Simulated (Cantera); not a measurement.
Cantera run:

```python
import numpy as np
import cantera as ct

gas_names = [...]  # 131 gases of nasa_gas.yaml made of C, H, Na, O, S
cond_names = """
    C(gr) C6H6(L) C7H8(L) C8H18(L),n-octa H2O(s) H2O(L) H2SO4(L) Na(cr) Na(L) NaOH(a) NaOH(L) NaO2(s)
    Na2CO3(I) Na2CO3(II) Na2CO3(L) Na2O(c) Na2O(a) Na2O(L) Na2O2(a) Na2O2(b) Na2S(1) Na2S(2) Na2S(L)
    Na2SO4(V) Na2SO4(IV) Na2SO4(I) Na2SO4(L) S(cr1) S(cr2) S(L)
""".split()


# ... load() reads the species with a 1 bar reference pressure and builds the phases ...
atoms = {
    'Na2CO3': {'Na': 2, 'C': 1, 'O': 3},
    'H2S': {'H': 2, 'S': 1},
    'O2': {'O': 2},
    'SO2': {'S': 1, 'O': 2},
}
top_T = {'C(gr)': 4500, 'NaO2(s)': 800, 'Na2O2(b)': 940}  # K; cautious upper limits of use, not melting points


# ... equilibrate(T, P, feed) seeds the gas with the atoms and calls Mixture.equilibrate('TP', solver="vcs", rtol=1e-11, max_steps=5000) ...
results = []
feed = {'Na2CO3': 1, 'H2S': 0.32, 'O2': 9.2, 'SO2': 2.1}  # mol
T = 1500  # K
P = 1333.22  # Pa
mix = equilibrate(T, P, feed)
results.append((T, P, feed, dict(zip(mix.species_names, mix.species_moles))))
x = sorted(zip(gas.X, gas.species_names), reverse=True)
print(f"T = {T:g} K  P = {P:g} Pa  gas = {mix.phase_moles(0):.4g} mol")
print("   x: " + "  ".join(f"{s} {v:.3e}" for v, s in x if v > 0.001))
print("   condensed (mol): " + ("  ".join(f"{mix.phase(i).name} {mix.phase_moles(i):.4g}"
      for i in range(1, mix.n_phases) if mix.phase_moles(i) > 1e-12) or "none"))
```

It prints:

```
T = 1500 K  P = 1333.22 Pa  gas = 11 mol
   x: O2 7.474e-01  SO2 1.290e-01  CO2 9.093e-02  H2O 2.872e-02  Na2SO4 2.549e-03
   condensed (mol): Na2SO4(L) 0.9681
```

Method: chemical equilibrium by Gibbs-energy minimisation in Cantera with the NASA 1993 tables (ideal gas, pure condensed phases).
